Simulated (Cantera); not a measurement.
A perfectly stirred reactor is fed with 22.9 % H2, 16.2 % O2, 60.8 % N2, 0.108 % NO, at 19.0 bar; it is adiabatic with a 648 K inlet, and is followed from long to short residence time, starting on the burning branch (τ in s: 0.066, 0.023, 0.0078, 0.0027, 0.00093, 0.00032, 0.00011, 3.8e-05, 1.3e-05, 4.6e-06).

Computed with Cantera and GRI-Mech 3.0 (53 species, 325 reactions). The hydrogen kinetics of GRI-Mech 3.0 are dated; newer H2 mechanisms differ, most at raised pressure. The pressure lies above the range GRI-Mech 3.0 was tuned for (to about 10 atm). The mechanism lacks 2 NO + O2 → 2 NO2 and HONO, so NO2 and the effect of NO are under-described below about 1400 K.

x: mole fraction; the columns are a selection and need not sum to one.

| τ (s) | T (K) | x H2 | x O2 | x NO | x N2 | x OH | x H | x O |
|---|---|---|---|---|---|---|---|---|
| 0.066 | 2305 | 0.000573 | 0.0495 | 0.00606 | 0.683 | 0.00401 | 5.53e-5 | 0.000264 |
| 0.023 | 2308 | 0.000584 | 0.0501 | 0.00481 | 0.684 | 0.00407 | 5.68e-5 | 0.000271 |
| 0.0078 | 2311 | 0.000610 | 0.0509 | 0.00323 | 0.685 | 0.00416 | 6.00e-5 | 0.000282 |
| 0.0027 | 2312 | 0.000668 | 0.0515 | 0.00212 | 0.685 | 0.00427 | 6.64e-5 | 0.000298 |
| 0.00093 | 2311 | 0.000820 | 0.0517 | 0.00159 | 0.685 | 0.00448 | 8.29e-5 | 0.000331 |
| 0.00032 | 2307 | 0.00120 | 0.0518 | 0.00138 | 0.685 | 0.00495 | 0.000129 | 0.000413 |
| 0.00011 | 2295 | 0.00208 | 0.0520 | 0.00130 | 0.685 | 0.00588 | 0.000260 | 0.000612 |
| 3.8e-5 | 2273 | 0.00387 | 0.0523 | 0.00126 | 0.683 | 0.00735 | 0.000611 | 0.00103 |
| 1.3e-5 | 2231 | [?] | 0.0532 | 0.00124 | 0.681 | [?] | [?] | [?] |
| 4.6e-6 | 2160 | [?] | 0.0553 | 0.00123 | 0.677 | [?] | [?] | [?] |

Question: Complete the blanks.

Answer: 
- 1.3e-5, x H2: 0.00732
- 1.3e-5, x OH: 0.00923
- 1.3e-5, x H: 0.00152
- 1.3e-5, x O: 0.00184
- 4.6e-6, x H2: 0.0133
- 4.6e-6, x OH: 0.0109
- 4.6e-6, x H: 0.00353
- 4.6e-6, x O: 0.00311
